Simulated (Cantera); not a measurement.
Charge: 1 mol CH₃SiH₃, 280 mol H₂, equilibrated at 1800 °C and 0.330 bar.

These are equilibrium values from Cantera (NASA tables, ideal gas, pure condensed phases), not measurements of a reactor. Candidate condensed phases: C, C₆H₆, C₇H₈, C₈H₁₈, Si, SiC; 87 gas species. The feed counts by its element totals alone. Gases not in the tables: Si₂H₆ and higher silanes. Kinetics and transport are ignored.

Base state: H₂ 0.995, H 0.00457, Si 8.98e-5, C₂H₂ (acetylene) 6.99e-5, SiH₂ 4.69e-5, SiH 2.96e-5, CH₄ 2.76e-5 (mole fractions); condensed: SiC(s).

Q: What changes in the equilibrium state with this change: pressure from 0.330 bar to 6.60 mbar?

A: 
```json
[
 {"species": "H₂", "before": "0.995", "after": "0.966"},
 {"species": "H", "before": "0.00457", "after": "0.0318"},
 {"species": "Si", "before": "8.98e-5", "after": "0.00137"},
 {"species": "SiC₂", "before": "2.95e-7", "after": "4.83e-5"},
 {"species": "CH₄", "before": "2.76e-5", "after": "1.70e-6"},
 {"species": "Si₂C", "before": "3.31e-6", "after": "5.06e-5"},
 {"species": "C₂H₂ (acetylene)", "before": "6.99e-5", "after": "0.000725"},
 {"species": "SiH₂", "before": "4.69e-5", "after": "1.39e-5"},
 {"species": "SiC(s), mol", "before": "0.951", "after": "0.538"}
]
```

Q: What changes in the equilibrium state with this change: pressure from 0.330 bar to 22.0 mbar?

A: 
```tsv
species	before	after
H₂	0.995	0.981
H	0.00457	0.0176
Si	8.98e-5	0.000604
CH₄	2.76e-5	3.98e-6
Si₂C	3.31e-6	2.23e-5
SiC(s), mol	0.951	0.791
```
